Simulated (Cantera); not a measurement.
A freely propagating, adiabatic, planar premixed flame of H2 : O2 : N2 = 1 : 0.833 : 3.42 (molar parts), equivalence ratio 0.60, unburnt at 325 K and 1.01 bar; mixture-averaged transport, grid criteria slope 0.08 and curve 0.16, no radiation.

Model: the H2/O2 subset of GRI-Mech 3.0, which has no nitrogen chemistry, integrated in Cantera. Burning velocities carry a grid error of a few per cent, more on coarse grids. Lean hydrogen flames are cellular in practice and burn faster than this planar one.

x: mole fraction of selected species; z is measured from the peak of heat release.

```tsv
z (mm)	T (K)	u (m/s)	x H2	x O2	x H2O2	x H	x O	x H2O
-1.21	325	0.725	0.190	0.159	<1e-8	<1e-8	<1e-8	7.45e-7
-0.809	325	0.724	0.188	0.159	?	<1e-8	<1e-8	1.11e-5
-0.606	327	0.724	0.183	0.160	?	<1e-8	<1e-8	9.20e-5
-0.404	338	0.737	0.169	0.162	?	<1e-8	3.91e-8	0.000889
-0.202	493	1.03	0.122	0.163	?	1.18e-5	5.57e-6	0.0189
-0.101	801	1.64	0.0837	0.148	?	0.000837	0.000191	0.0605
0	1127	2.29	0.0460	0.121	?	0.00391	0.00161	0.115
0.101	1349	2.74	0.0205	0.0950	?	0.00597	0.00367	0.158
0.202	1476	3.00	0.00978	0.0825	?	0.00535	0.00432	0.178
0.404	1598	3.24	0.00440	0.0761	?	0.00284	0.00332	0.190
0.809	1681	3.39	0.00202	0.0746	?	0.000854	0.00159	0.197
1.62	1720	3.47	0.000691	0.0744	?	0.000161	0.000536	0.200
3.23	1735	3.49	0.000193	0.0746	?	2.40e-5	0.000152	0.202
```

Task: Complete the blanks.

Result: 
- -0.809, x H2O2: 3.83e-8
- -0.606, x H2O2: 3.65e-7
- -0.404, x H2O2: 4.04e-6
- -0.202, x H2O2: 6.99e-5
- -0.101, x H2O2: 5.71e-5
- 0, x H2O2: 1.42e-5
- 0.101, x H2O2: 5.13e-6
- 0.202, x H2O2: 2.96e-6
- 0.404, x H2O2: 1.44e-6
- 0.809, x H2O2: 6.89e-7
- 1.62, x H2O2: 3.28e-7
- 3.23, x H2O2: 1.45e-7
